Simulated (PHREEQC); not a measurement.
Dissolve 0.0014 mol/kgw HF, 0.00069 mol/kgw NH4HF2 and 0.0083 mol/kgw H2SiF6 at 20 °C. Closed to the air; pH follows from the charge balance.

Equilibrium calculation in PHREEQC: ion-association model, phreeqc.dat.

| quantity | before | after |
|---|---|---|
| pH | 1.86 | 2.16 |
| SiF6-2 (mol/kgw) | 0.00799 | 0.00380 |
| HF (mol/kgw) | 0.00439 | 0.00312 |
| H4SiO4 (mol/kgw) | 0.000315 | 0.000351 |
| F- (mol/kgw) | 0.000273 | 0.000368 |
| SI of Chalcedony (SiO2) | +0.11 | +0.16 |

Task: What was changed between the two runs?
A) temperature from 20 to 45 °C
B) 0.00082 mol/kgw HBr added
C) diluted 2-fold with water
D) NH4HF2 left out
E) NH4HF2 from 0.00069 to 0.000138 mol/kgw

Result: C, diluted 2-fold with water

This is a speciation only: nothing precipitates in the calculation. Some of these states are supersaturated (in Quartz (slow to form), Chalcedony (slow to form), for instance). SiF6-2 is the database's only silicon fluoride.
